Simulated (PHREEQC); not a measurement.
A made-up water analysis in mg/L, 25 °C, pH 8.7, pe 12.9: Na 19.7; K 6.24; Ca 20.6; Mg 10.5; Cl 35.8; S(6) as SO4 74.2; Alkalinity as HCO3 22.1; F 0.542; Cd 1.04; Li 0.0022; Si as SiO2 0.0635; N(5) as NO3 0.284; Cu(2) 3.76.

Valence states are taken as typed.

Equilibrium calculation in PHREEQC: ion-association model, wateq4f.dat.

| Quantity | Result |
|---|---|
| ionic strength | 0.00429 mol/kgw |
| activity of water | 0.967 |
| charge-balance error | 1.8 % |

```json
[
 {"species": "O2", "molality": "1.95", "activity": "1.95", "log γ": "0.000"},
 {"species": "Cl-", "molality": "0.00101", "activity": "0.000940", "log γ": "-0.031"},
 {"species": "Na+", "molality": "0.000855", "activity": "0.000797", "log γ": "-0.030"},
 {"species": "SO4-2", "molality": "0.000695", "activity": "0.000526", "log γ": "-0.121"},
 {"species": "Ca+2", "molality": "0.000473", "activity": "0.000359", "log γ": "-0.120"},
 {"species": "Mg+2", "molality": "0.000392", "activity": "0.000298", "log γ": "-0.119"},
 {"species": "HCO3-", "molality": "0.000215", "activity": "0.000201", "log γ": "-0.030"}
]
```

No solid was allowed to form. Saturation is exceeded, for instance for Otavite, Cu(OH)2; the values hold only as long as no solid forms. Complexes and solids missing from the database can't appear. SiF6-2 is the database's only silicon fluoride. The database's constant for dissolved Cu(OH)2 is higher than later reviews accept.
